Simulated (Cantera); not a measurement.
Input: 1 mol Si3N4, 0.21 mol N2O, a varied amount of N2, at 1548.15 K and 0.210 Pa.

Cantera equilibrium calculation (NASA polynomials, part measured and part estimated; ideal gas, pure solids and liquids). Candidate condensed phases: Si, SiO2, Si2N2O, Si3N4; 16 gas species. The tables' values for SiN are old estimates; treat these amounts as uncertain. Rates play no part.

x: gas mole fraction; n: condensed amount in mol.

```
n(N2) (mol)   x N2     x Si     x SiO   x Si2N    x Si2    x SiN     n Si(s)
-----------  -----  -------  --------  -------  -------  -------  ----------
41           0.980   0.0152   0.00476  3.64e-5  2.71e-5  2.29e-5  (withheld)
56           0.981   0.0152   0.00354  3.64e-5  2.71e-5  2.29e-5  (withheld)
75           0.982   0.0152   0.00267  3.64e-5  2.71e-5  2.30e-5  (withheld)
100          0.983   0.0152   0.00202  3.65e-5  2.71e-5  2.30e-5  (withheld)
140          0.983   0.0152   0.00145  3.65e-5  2.71e-5  2.30e-5  (withheld)
190          0.985   0.0141   0.00108  3.17e-5  2.35e-5  2.14e-5           0
250          0.988   0.0108  0.000823  1.87e-5  1.38e-5  1.65e-5           0
340          0.991  0.00803  0.000608  1.03e-5  7.58e-6  1.22e-5           0
460          0.994  0.00597  0.000451  5.67e-6  4.18e-6  9.08e-6           0
620          0.995  0.00444  0.000336  3.14e-6  2.32e-6  6.77e-6           0
840          0.996  0.00329  0.000248  1.72e-6  1.27e-6  5.01e-6           0
```

Q: Complete the blanks.

A: 
- 41, n Si(s): 2.11
- 56, n Si(s): 1.88
- 75, n Si(s): 1.58
- 100, n Si(s): 1.19
- 140, n Si(s): 0.570
